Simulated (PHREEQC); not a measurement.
Dissolve 16 mmol/kgw H2S at 87 °C. Closed to the air; pH follows from the charge balance.

The numbers come from PHREEQC with the ion-association model, phreeqc.dat.

The pH is 4.16 and the ionic strength is 6.95e-5 mol/kgw.

| species | molality | activity | log γ |
|---|---|---|---|
| H2S | 0.0159 | 0.0159 | 0.000 |
| H+ | 6.95e-5 | 6.88e-5 | -0.005 |
| HS- | 6.95e-5 | 6.87e-5 | -0.005 |
| OH- | 5.12e-9 | 5.06e-9 | -0.005 |

Precipitation was switched off in this run. At this temperature some constants are extrapolated from 25 °C, and those without enthalpy data are left unchanged.
